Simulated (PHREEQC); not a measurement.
A solution holds 0.048 mol/kgw HF, 8.6e-05 mol/kgw KF, 0.00043 mol/kgw H2SiF6 and 0.12 mol/kgw HCl, at 20 °C. Closed to the air; pH follows from the charge balance.

Equilibrium calculation in PHREEQC: ion-association model, phreeqc.dat.

Q: The ionic strength comes out as 0.122 mol/kgw. What activity coefficients do K+, HF2-, F-, H+, SiF6-2 get?

A: K+ 0.75, HF2- 0.77, F- 0.75, H+ 0.82, SiF6-2 0.36.

No solid was allowed to form. SiF6-2 is the database's only silicon fluoride.
